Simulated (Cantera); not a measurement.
## Diamond growth

A diamond (100) surface in a fixed gas of H2 with x(CH4) = 0.013, x(H) = 0.0086, x(CH3) = 0.0011, at 1100 K; coverages are run to steady state.

Detailed kinetics in Cantera: the Harris–Goodwin 1993 mechanism for the reconstructed diamond (100) surface.

```tsv
P (Pa)	growth (µm/h)	θ c6HH	θ c6H*	θ c6*H	θ c6**	θ c6HM
660	2.24	0.499	0.0271	0.430	0.0172	0.0172
1100	4.79	0.495	0.0269	0.426	0.0171	0.0226
1900	10.2	0.491	0.0267	0.422	0.0169	0.0283
3300	20.6	0.487	0.0265	0.419	0.0168	0.0332
5700	39.2	0.485	0.0264	0.416	0.0167	0.0369
9800	71.7	0.483	0.0263	0.414	0.0167	0.0393
17000	129	0.481	0.0264	0.413	0.0166	0.0410
29000	226	0.481	0.0265	0.412	0.0167	0.0420
```
θ: site fractions in the mechanism's names (c6HH fully hydrogenated, c6H* and c6*H radical sites, c6** diradical, c6HM methylated).
